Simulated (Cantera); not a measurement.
An adiabatic, constant-pressure homogeneous reactor starts with 13.9 % CH4, 1.67 % C2H6, 17.7 % O2, 66.7 % N2, equivalence ratio 1.9, at 1250 K and 1.20 bar.

Computed with Cantera and GRI-Mech 3.0 (53 species, 325 reactions).

x: mole fraction; the columns are a selection and need not sum to one.

```tsv
t (s)	T (K)	x CH4	x C2H6	x O2	x C2H	x H2O	x CO	x OH
8.00e-6	1250	0.139	0.0167	0.177	<1e-12	9.64e-9	1.09e-12	4.24e-10
1.94e-5	1250	0.139	0.0167	0.177	<1e-12	6.07e-8	1.68e-11	[?]
4.72e-5	1250	0.139	0.0167	0.177	<1e-12	3.90e-7	2.73e-10	[?]
0.000115	1250	0.139	0.0167	0.177	<1e-12	2.98e-6	5.44e-9	[?]
0.000279	1250	0.139	0.0167	0.177	<1e-12	3.21e-5	1.82e-7	[?]
0.000678	1251	0.139	0.0164	0.176	<1e-12	0.000367	1.01e-5	[?]
0.00165	1261	0.136	0.0151	0.174	<1e-12	0.00296	0.000379	[?]
0.00400	2379	2.11e-6	<1e-12	5.17e-6	7.23e-9	0.134	0.127	[?]
0.00972	2374	2.33e-11	<1e-12	7.03e-6	<1e-12	0.133	0.127	0.000803
0.0236	2374	2.28e-11	<1e-12	7.06e-6	<1e-12	0.133	0.127	0.000805
0.0574	2374	2.26e-11	<1e-12	7.08e-6	<1e-12	0.133	0.127	0.000806
0.139	2374	2.26e-11	<1e-12	7.09e-6	<1e-12	0.133	0.127	0.000806
0.339	2374	2.26e-11	<1e-12	7.09e-6	<1e-12	0.133	0.127	0.000806
0.823	2374	2.26e-11	<1e-12	7.09e-6	<1e-12	0.133	0.127	0.000806
2.00	2374	2.26e-11	<1e-12	7.09e-6	<1e-12	0.133	0.127	0.000806
```

Task: Some entries are withheld; supply them.

Result: 
- 1.94e-5, x OH: 1.09e-9
- 4.72e-5, x OH: 3.01e-9
- 0.000115, x OH: 1.09e-8
- 0.000279, x OH: 5.49e-8
- 0.000678, x OH: 2.28e-7
- 0.00165, x OH: 7.53e-7
- 0.00400, x OH: 0.000693
